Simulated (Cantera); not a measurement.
An adiabatic, constant-volume homogeneous reactor starts with C₃H₈ : O₂ : N₂ = 1 : 10.2 : 38.4 (molar parts), equivalence ratio 0.49, at 1798 K and 1.00 atm.

Cantera simulation using GRI-Mech 3.0 (53 species, 325 reactions); the numbers are that mechanism's predictions, not measurements. GRI-Mech 3.0 was tuned for natural gas; its chemistry of propane as a main component is partial and can be far from experiment.

Problem. Predict: time of steepest temperature rise; temperature at 0.200 s; equilibrium temperature; x(O₂) at 0.200 s; x(CO) at 0.200 s; x(NO₂) at 0.200 s; x(OH) at 0.200 s; x(O) at 0.200 s; x(H₂O₂) at 0.200 s.

Solution. 
- time of steepest temperature rise: 11.4 µs
- temperature at 0.200 s: 2730 K
- equilibrium temperature: 2730 K
- x(O₂) at 0.200 s: 0.0901 (gas-phase equilibrium 0.0901)
- x(CO) at 0.200 s: 0.0133 (gas-phase equilibrium 0.0133)
- x(NO₂) at 0.200 s: 1.25e-5 (gas-phase equilibrium 1.25e-5)
- x(OH) at 0.200 s: 0.0162 (gas-phase equilibrium 0.0162)
- x(O) at 0.200 s: 0.00975 (gas-phase equilibrium 0.00975)
- x(H₂O₂) at 0.200 s: 2.74e-7 (gas-phase equilibrium 2.74e-7)
